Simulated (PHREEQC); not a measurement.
Consider water at 85 °C with 41 mmol/kgw NaHSO4 and 97 mmol/kgw KOH. Closed to the air; pH follows from the charge balance.

Equilibrium calculation in PHREEQC: ion-association model, wateq4f.dat.

Precipitation was switched off in this run.

**Question.** What pH does the model give?

**Answer.** pH 11.11.

**Question.** In which forms is Na present?

**Answer.** Na+ 95 %, NaSO4- 5.1 % of the Na.

Away from 25 °C the constants follow the database's enthalpies or fits; those with neither stay at their 25 °C values.
